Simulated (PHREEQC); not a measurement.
Solution (80 °C): 0.0062 mol/kgw H3BO3, 0.52 mol/kgw KOH and 0.025 mol/kgw LiCl. Closed to the air; pH follows from the charge balance.

The numbers come from PHREEQC with the ion-association model, phreeqc.dat.

Problem. The ionic strength comes out as 0.545 mol/kgw. What activity coefficients do H2BO3-, OH-, Li+, Cl-, K+ get?

Solution. H2BO3- 0.71, OH- 0.60, Li+ 0.68, Cl- 0.61, K+ 0.61.

No solid was allowed to form. Complexes and solids missing from the database can't appear. At this temperature some constants are extrapolated from 25 °C, and those without enthalpy data are left unchanged.
